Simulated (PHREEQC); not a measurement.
Make-up at 20 °C: 1.2 mmol/kgw HF, 4.2 mmol/kgw NH4F, 0.0012 mmol/kgw H4SiO4 and 1.3 mmol/kgw H2SO4. Closed to the air; pH follows from the charge balance.

Equilibrium calculation in PHREEQC: ion-association model, wateq4f.dat.

Precipitation was switched off in this run.

**Question.** Order these S species by the share of S that they hold, largest first: HSO4-, SO4-2, NH4SO4-.

**Answer.** SO4-2 (91 %), HSO4- (5.3 %), NH4SO4- (3.5 %)

The pH is 3.07 and the ionic strength 0.00626 mol/kgw. Species that the database lacks are ignored. SiF6-2 is the database's only silicon fluoride.
